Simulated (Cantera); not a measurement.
# Transport properties of process gases

Gas mixture: CO2 : NH3 : C2H6 : N2 = 0.12 : 0.49 : 0.62 : 0.28 (molar parts), at 1.20 Torr, frozen composition.

Cantera's kinetic-theory transport with the Lennard-Jones parameters of GRI-Mech 3.0, ideal gas; thermal conductivity in the mixture-averaged form. Polar gases are described roughly by these parameters. The composition is frozen, though it would react at the higher temperatures.

| T (K) | ρ (kg/m³) | cp (J/kg/K) | μ (µPa s) | λ (mW/m/K) | Pr | D (cm²/s) N2 | D (cm²/s) NH3 | D (cm²/s) CH3 |
|---|---|---|---|---|---|---|---|---|
| 400 | 0.00128 | 1807 | 15.0 | 36.6 | 0.742 | 185 | 181 | 204 |
| 600 | 0.000852 | 2287 | 21.3 | 63.4 | 0.769 | 381 | 391 | 423 |
| 800 | 0.000639 | 2668 | 26.9 | 91.4 | 0.784 | 628 | 662 | 698 |
| 1000 | 0.000511 | 2978 | 31.8 | 119 | 0.797 | 918 | 986 | 1020 |
| 1200 | 0.000426 | 3216 | 36.4 | 146 | 0.803 | 1250 | 1360 | 1400 |
| 1400 | 0.000365 | 3405 | 40.6 | 172 | 0.807 | 1620 | 1770 | 1810 |
D: mixture-averaged diffusion coefficient of that species in the mixture.
